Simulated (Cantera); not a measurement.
Input (Python, Cantera) and output of one run.

```python
import numpy as np
import cantera as ct

gas_names = """
    Mg MgO MgS Mg2 O O2 O3 S SO SO2 SO3 S2 S2O S8
""".split()
cond_names = """
    Mg(cr) Mg(L) MgO(s) MgO(L) MgS(s) MgSO4(s) MgSO4(L) S(cr1) S(cr2) S(L)
""".split()


def load(file, names, dense=False):
    # The tables refer to 1 bar. Condensed volumes are neglected.
    table = {s.name: s for s in ct.Species.list_from_file(file)}
    out = []
    for n in names:
        d = dict(table[n].input_data)
        d["thermo"] = dict(d["thermo"], **{"reference-pressure": 1e5})
        if dense:
            d["equation-of-state"] = {"model": "constant-volume", "density": "1e6 g/cm^3"}
        out.append(ct.Species.from_dict(d))
    return out


gas = ct.Solution(thermo="ideal-gas", species=load("nasa_gas.yaml", gas_names))
cond = {s.name: ct.Solution(thermo="fixed-stoichiometry", species=[s], name=s.name)
        for s in load("nasa_condensed.yaml", cond_names, dense=True)}
atoms = {
    'MgO': {'Mg': 1, 'O': 1},
    'O2': {'O': 2},
    'SO2': {'S': 1, 'O': 2},
}
top_T = {'MgS(s)': 2250}  # K; cautious upper limits of use, not melting points


def equilibrate(T, P, feed):
    n = {}
    for name, mol in feed.items():
        for a, k in atoms[name].items():
            n[a] = n.get(a, 0.0) + k * mol
    gas.TPX = T, P, n
    mass = sum(n.values()) * gas.mean_molecular_weight
    gas.equilibrate("TP")
    valid = [c for c in cond.values() if c.min_temp <= T <= top_T.get(c.name, c.max_temp)]
    mix = ct.Mixture([(gas, mass / gas.mean_molecular_weight)] + [(c, 0.0) for c in valid])
    mix.T, mix.P = T, P
    mix.equilibrate("TP", solver="vcs", rtol=1e-11, max_steps=5000)
    return mix


results = []
feed = {'MgO': 1, 'O2': 1.4, 'SO2': 3.9}  # mol
T = 1075  # K
P = 4700  # Pa
mix = equilibrate(T, P, feed)
results.append((T, P, feed, dict(zip(mix.species_names, mix.species_moles))))
x = sorted(zip(gas.X, gas.species_names), reverse=True)
print(f"T = {T:g} K  P = {P:g} Pa  gas = {mix.phase_moles(0):.4g} mol")
print("   x: " + "  ".join(f"{s} {v:.3e}" for v, s in x if v > 0.0001))
print("   condensed (mol): " + ("  ".join(f"{mix.phase(i).name} {mix.phase_moles(i):.4g}"
      for i in range(1, mix.n_phases) if mix.phase_moles(i) > 1e-12) or "none"))
```

Result:

```
T = 1075 K  P = 4700 Pa  gas = 3.693 mol
   x: SO2 7.272e-01  O2 2.146e-01  SO3 5.821e-02
   condensed (mol): MgSO4(s) 1
```

These are equilibrium values from Cantera (NASA tables, ideal gas, pure condensed phases), not measurements of a reactor.
